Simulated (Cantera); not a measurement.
A Cantera script and what it prints.

```python
import numpy as np
import cantera as ct

gas_names = """
    B BH BH2 BH3 BO BO2 B2 B2O B2O2 B2O3 B3O3H3 H HBO HBO2 HO2 H2 H2O H2O2 H3B3O6 O OH O2 O3
""".split()
cond_names = """
    B(b) B(L) B2O3(L) B3O3H3(cr) H2O(s) H2O(L)
""".split()


# ... load() reads the species with a 1 bar reference pressure and builds the phases ...
atoms = {
    'B': {'B': 1},
    'H2O': {'H': 2, 'O': 1},
    'H2': {'H': 2},
}
top_T = {}  # K; cautious upper limits of use, not melting points


# ... equilibrate(T, P, feed) seeds the gas with the atoms and calls Mixture.equilibrate('TP', solver="vcs", rtol=1e-11, max_steps=5000) ...
results = []
feed = {'B': 1, 'H2O': 2.4, 'H2': 0.13}  # mol
P = 133.322  # Pa
for T in [1125, 1175, 1225, 1275, 1325, 1375, 1425, 1475, 1525]:
    mix = equilibrate(T, P, feed)
    results.append((T, P, feed, dict(zip(mix.species_names, mix.species_moles))))
    x = sorted(zip(gas.X, gas.species_names), reverse=True)
    print(f"T = {T:g} K  P = {P:g} Pa  gas = {mix.phase_moles(0):.4g} mol")
    print("   x: " + "  ".join(f"{s} {v:.3e}" for v, s in x if v > 0.0001))
    print("   condensed (mol): " + ("  ".join(f"{mix.phase(i).name} {mix.phase_moles(i):.4g}"
          for i in range(1, mix.n_phases) if mix.phase_moles(i) > 1e-12) or "none"))
```

Result:

```
T = 1125 K  P = 133.322 Pa  gas = 2.535 mol
   x: H2 6.429e-01  H2O 3.527e-01  HBO2 4.308e-03  H3B3O6 1.201e-04
   condensed (mol): B2O3(L) 0.4941
T = 1175 K  P = 133.322 Pa  gas = 2.542 mol
   x: H2 6.413e-01  H2O 3.493e-01  HBO2 9.352e-03
   condensed (mol): B2O3(L) 0.4877
T = 1225 K  P = 133.322 Pa  gas = 2.554 mol
   x: H2 6.382e-01  H2O 3.428e-01  HBO2 1.889e-02
   condensed (mol): B2O3(L) 0.4755
T = 1275 K  P = 133.322 Pa  gas = 2.576 mol
   x: H2 6.327e-01  H2O 3.314e-01  HBO2 3.571e-02
   condensed (mol): B2O3(L) 0.4536
T = 1325 K  P = 133.322 Pa  gas = 2.613 mol
   x: H2 6.237e-01  H2O 3.127e-01  HBO2 6.327e-02  B2O3 2.750e-04
   condensed (mol): B2O3(L) 0.4164
T = 1375 K  P = 133.322 Pa  gas = 2.673 mol
   x: H2 6.097e-01  H2O 2.841e-01  HBO2 1.050e-01  B2O3 9.865e-04
   condensed (mol): B2O3(L) 0.3568
T = 1425 K  P = 133.322 Pa  gas = 2.764 mol
   x: H2 5.895e-01  H2O 2.443e-01  HBO2 1.627e-01  B2O3 3.221e-03  H 1.434e-04  HBO 1.313e-04
   condensed (mol): B2O3(L) 0.2659
T = 1475 K  P = 133.322 Pa  gas = 2.897 mol
   x: H2 5.622e-01  HBO2 2.335e-01  H2O 1.940e-01  B2O3 9.668e-03  HBO 3.154e-04  H 2.663e-04
   condensed (mol): B2O3(L) 0.1332
T = 1525 K  P = 133.322 Pa  gas = 3.031 mol
   x: H2 5.369e-01  HBO2 2.870e-01  H2O 1.538e-01  B2O3 2.114e-02  HBO 6.372e-04  H 4.748e-04
   condensed (mol): none
```

Method: chemical equilibrium by Gibbs-energy minimisation in Cantera with the NASA 1993 tables (ideal gas, pure condensed phases). Gases not in the tables: H3BO3.
